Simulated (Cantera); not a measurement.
A closed system holds: 1 mol ZrO₂, 110 mol H₂, 3.9 mol N₂, at 6.53 Torr.

Cantera equilibrium calculation (NASA polynomials, part measured and part estimated; ideal gas, pure solids and liquids). Candidate condensed phases: H₂O, Zr, ZrN, ZrO₂; 28 gas species. Mutual solubility and eutectic melting of coexisting phases are not modelled. ZrN: taken at fixed stoichiometry. Condensed phases not in the tables: solid solutions among these carbides, nitrides and lower oxides. The numbers say what is thermodynamically allowed, not how fast it happens. All values below are at 1377 °C.

Base state: H₂ 0.965, N₂ 0.0342, H 0.000957 (mole fractions); condensed: ZrN(s) + ZrO₂(tetragonal).

### Question
What changes in the equilibrium state with this change: ZrO₂ replaced by PbS?

### Answer
```tsv
species	before	after
H₂	0.965	0.950
N₂	0.0342	0.0339
Pb	0	0.00701
H₂S	0	0.00464
PbS	0	0.00168
S₂	0	0.000778
SH	0	0.000756
S	0	5.93e-5
ZrN(s), mol	0.000452	0
ZrO₂(tetragonal), mol	1.000	0
```
Further candidate phases: Pb, PbS, S.
